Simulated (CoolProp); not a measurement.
Values from CoolProp's reference Helmholtz-energy equation of state, Schroeder 2014.

Problem. For ethanol, give the phase and the density (kg/m³), cv (kJ/(kg K)), Prandtl number at -63.55 °C and 15100 kPa.

Solution. 
- -63.55 °C and 15100 kPa: liquid; density 869, cv 1.58, Prandtl number 110

Viscosity comes from a separate model (Kiselev 2005). Thermal conductivity comes from a separate model (Assael 2013).
